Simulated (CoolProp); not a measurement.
R125 along the isotherm 302.5 K: density (kg/m³) from the reference equation and from simpler models built on Tc = 339.2 K, pc = 3.618 MPa, ω = 0.305; each cubic takes its own stable root.

Values from CoolProp's reference Helmholtz-energy equation of state, Lemmon 2005.

| p (MPa) | phase | reference | van der Waals | Soave-Redlich-Kwong | Peng-Robinson |
|---|---|---|---|---|---|
| 0.00572 | gas | 0.2732 | 0.2731 | 0.2732 | 0.2732 |
| 0.0084 | gas | 0.4013 | 0.4012 | 0.4013 | 0.4014 |
| 0.0123 | gas | 0.5880 | 0.5877 | 0.5880 | 0.5880 |
| 0.0181 | gas | 0.8659 | 0.8654 | 0.8659 | 0.8661 |
| 0.0266 | gas | 1.274 | 1.273 | 1.274 | 1.274 |
| 0.039 | gas | 1.871 | 1.869 | 1.871 | 1.872 |
| 0.0572 | gas | 2.752 | 2.747 | 2.751 | 2.753 |
| 0.084 | gas | 4.057 | 4.045 | 4.056 | 4.060 |
| 0.123 | gas | 5.975 | 5.949 | 5.972 | 5.981 |
| 0.181 | gas | 8.869 | 8.812 | 8.862 | 8.882 |
| 0.266 | gas | 13.21 | 13.08 | 13.19 | 13.23 |
| 0.39 | gas | 19.75 | 19.46 | 19.72 | 19.81 |
| 0.572 | gas | 29.90 | 29.21 | 29.80 | [?] |
| 0.84 | gas | [?] | 44.50 | 45.97 | 46.48 |
| 1.23 | gas | 74.34 | [?] | 73.36 | [?] |
| 1.81 | liquid | 1167 | 115.3 | [?] | 1138 |

Question: Complete the blanks.

Answer: 
- 0.572, Peng-Robinson: 30.02
- 0.84, reference: 46.25
- 1.23, van der Waals: 69.32
- 1.23, Peng-Robinson: 74.66
- 1.81, Soave-Redlich-Kwong: 1004

At some of these states van der Waals gives the other phase, because its saturation line lies elsewhere.
